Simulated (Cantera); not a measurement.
A Cantera script and its output.

```python
import numpy as np
import cantera as ct

gas = ct.Solution("gri30.yaml")
gas.TPX = 1598, 1000000, {'C2H4': 1, 'O2': 7.89, 'N2': 29.7, 'CO2': 0.22}
reactor = ct.IdealGasReactor(gas, energy="on", clone=False)
net = ct.ReactorNet([reactor])
net.rtol, net.atol = 1e-08, 1e-16
show = ['C2H4', 'O2', 'OH', 'O', 'NO', 'N2O']
times = np.geomspace(1e-06, 0.1, 10)

steps = ct.SolutionArray(gas, extra=["t"])
rows = []
print(f"{'t/s':>10s}{'T/K':>9s}{'P/Pa':>11s}" + "".join(f"{s:>11s}" for s in show))
for t in times:
    while net.time < t:
        t_next = net.step()
        steps.append(gas.state, t=t_next)
    rows.append([np.interp(t, steps.t, y) for y in (steps.T, steps.P, *steps(*show).X.T)])
    print(f"{t:10.3e}{rows[-1][0]:9.1f}{rows[-1][1]:11.4g}" + "".join(f"{x:11.3e}" for x in rows[-1][2:]))
rate = np.gradient(steps.T, steps.t)
print("integrator steps:", len(steps.t))
if steps.T.max() > steps.T[0] + 200:
    print(f"time of steepest temperature rise: {steps.t[rate.argmax()]:.4e} s")
gas.TPX = 1598, 1000000, {'C2H4': 1, 'O2': 7.89, 'N2': 29.7, 'CO2': 0.22}
gas.equilibrate("UV")
print(f"equilibrium (UV): T = {gas.T:.1f} K  " + "  ".join(f"{s} {gas[s].X[0]:.3e}" for s in show))
```

Output:

```
       t/s      T/K       P/Pa       C2H4         O2         OH          O         NO        N2O
 1.000e-06   1598.0      1e+06  2.576e-02  2.033e-01  1.004e-07  6.807e-08  1.042e-14  5.291e-12
 3.594e-06   1651.1  1.037e+06  1.985e-02  1.953e-01  8.088e-04  3.373e-04  4.238e-09  1.915e-08
 1.292e-05   2607.3  1.643e+06  4.155e-23  1.245e-01  7.468e-03  3.363e-03  1.961e-04  5.116e-06
 4.642e-05   2641.4  1.661e+06  1.250e-25  1.238e-01  6.588e-03  2.435e-03  8.696e-04  4.370e-06
 1.668e-04   2636.4  1.657e+06  6.393e-28  1.227e-01  6.489e-03  2.374e-03  3.070e-03  4.338e-06
 5.995e-04   2622.8  1.648e+06  4.987e-28  1.198e-01  6.227e-03  2.213e-03  9.035e-03  4.288e-06
 2.154e-03   2603.7  1.636e+06  3.470e-28  1.157e-01  5.869e-03  2.003e-03  1.737e-02  4.300e-06
 7.743e-03   2598.3  1.632e+06  3.132e-28  1.146e-01  5.773e-03  1.947e-03  1.966e-02  4.319e-06
 2.783e-02   2598.3  1.632e+06  3.131e-28  1.146e-01  5.772e-03  1.947e-03  1.967e-02  4.320e-06
 1.000e-01   2598.3  1.632e+06  3.131e-28  1.146e-01  5.772e-03  1.947e-03  1.967e-02  4.320e-06
integrator steps: 1516
time of steepest temperature rise: 4.4684e-06 s
equilibrium (UV): T = 2598.3 K  C2H4 4.124e-28  O2 1.146e-01  OH 5.772e-03  O 1.947e-03  NO 1.967e-02  N2O 4.320e-06
```

Cantera simulation using GRI-Mech 3.0 (53 species, 325 reactions); the numbers are that mechanism's predictions, not measurements. GRI-Mech 3.0 was tuned for natural gas; its chemistry of ethylene as a main component is partial and can be far from experiment.
